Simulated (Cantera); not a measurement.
# Thermodynamics of boron, boron nitride and boron oxide, feed B₂H₆ + NH₃

Input: 1 mol B₂H₆, 0.15 mol NH₃, held at 0.120 Torr.

Cantera equilibrium calculation (NASA polynomials, part measured and part estimated; ideal gas, pure solids and liquids). Candidate condensed phases: B, BN; 15 gas species. The feed counts by its element totals alone. Mutual solubility and eutectic melting of coexisting phases are not modelled. The tables' values for BH₂ are old estimates; treat these amounts as uncertain. The numbers say what is thermodynamically allowed, not how fast it happens.

From 998 K to 1698 K the condensed part is B(s) + BN(s). From 1798 K to 2298 K the condensed part is B(s).

| T (K) | log p H₂ | log p H | log p B | log p N₂ | log p BH₂ | log p BH | n B(s) | n BN(s) |
|---|---|---|---|---|---|---|---|---|
| 998 | -3.80 | -10.57 | <-15 | <-15 | -12.22 | <-15 | 1.85 | 0.150 |
| 1098 | -3.80 | -9.50 | <-15 | -14.65 | -11.28 | <-15 | 1.85 | 0.150 |
| 1198 | -3.80 | -8.62 | <-15 | -12.66 | -10.51 | <-15 | 1.85 | 0.150 |
| 1298 | -3.80 | -7.87 | -14.74 | -10.97 | -9.85 | -14.56 | 1.85 | 0.150 |
| 1398 | -3.80 | -7.22 | -13.13 | -9.53 | -9.29 | -13.30 | 1.85 | 0.150 |
| 1498 | -3.80 | -6.66 | -11.74 | -8.29 | -8.81 | -12.21 | 1.85 | 0.150 |
| 1598 | -3.80 | -6.17 | -10.52 | -7.20 | -8.39 | -11.26 | 1.85 | 0.147 |
| 1698 | -3.80 | -5.74 | -9.45 | -6.24 | -8.02 | -10.43 | 1.87 | 0.127 |
| 1798 | -3.82 | -5.36 | -8.50 | -5.45 | -7.71 | -9.69 | 2.00 | 0 |
| 1898 | -3.83 | -5.02 | -7.65 | -5.45 | -7.43 | -9.04 | 2.00 | 0 |
| 1998 | -3.86 | -4.73 | -6.89 | -5.47 | -7.20 | -8.46 | 2.00 | 0 |
| 2098 | -3.91 | -4.47 | -6.20 | -5.49 | -7.01 | -7.95 | 1.98 | 0 |
| 2198 | -4.00 | -4.26 | -5.57 | -5.53 | -6.89 | -7.51 | 1.93 | 0 |
| 2298 | -4.17 | -4.10 | -5.00 | -5.60 | -6.85 | -7.14 | 1.70 | 0 |
log p: log10 of the partial pressure in bar; n: condensed amount in mol.
